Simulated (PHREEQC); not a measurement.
A solution holds 0.037 mol HBr, 0.0011 mol H2SeO3 and 0.22 mol CsCl per kg of water, at 25 °C. Closed to the air; pH follows from the charge balance.

All values are PHREEQC results (ion-association model, wateq4f.dat), not measurements.

```json
[
 {"quantity": "pH", "before": "1.53", "after": "3.16"},
 {"quantity": "H2SeO3 (mol/kgw)", "before": "0.00101", "after": "0.000236"},
 {"quantity": "HSeO3- (mol/kgw)", "before": "8.85e-5", "after": "0.000865"}
]
```

Task: Which change was made?
(A) CsCl from 0.22 to 0.242 mol/kgw
(B) H2SeO3 from 0.0011 to 0.00022 mol/kgw
(C) temperature from 25 to 15 °C
(D) HBr left out
(E) CsCl from 0.22 to 0.44 mol/kgw

Result: D, HBr left out

No solid was allowed to form.
